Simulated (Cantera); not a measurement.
Charge: 1 mol Fe3O4, 0.018 mol HCl, held at 0.133 bar.

These are equilibrium values from Cantera (NASA tables, ideal gas, pure condensed phases), not measurements of a reactor. Candidate condensed phases: Fe, FeCl2, FeCl3, FeO, Fe(OH)2, Fe(OH)3, Fe2O3, Fe3O4, H2O; 22 gas species. Mutual solubility and eutectic melting of coexisting phases are not modelled. Equilibrium is a limit: real reactors are often held back by kinetics, nucleation or transport. All values below are at 925 °C.

Base state: HCl 0.831, H2O 0.0887, FeCl2 0.0628, FeCl3 0.0163, Cl2 0.000518, Fe2Cl4 0.000354, Cl 0.000289 (mole fractions); condensed: Fe2O3(s) + Fe3O4(s).

### Question
What changes in the equilibrium state with this change: 0.21 mol N2 added?

### Answer
| species | before | after |
|---|---|---|
| N2 | 0 | 0.921 |
| HCl | 0.831 | 0.0663 |
| H2O | 0.0887 | 0.00634 |
| FeCl3 | 0.0163 | 0.000434 |
| FeCl2 | 0.0628 | 0.00559 |
| Fe2Cl4 | 0.000354 | 2.81e-6 |
| Cl2 | 0.000518 | 4.62e-5 |
| Cl | 0.000289 | 8.61e-5 |
| Fe2O3(s), mol | 0.000952 | 0.00116 |
| Fe3O4(s), mol | 0.999 | 0.999 |
Further candidate phases: NH4Cl.
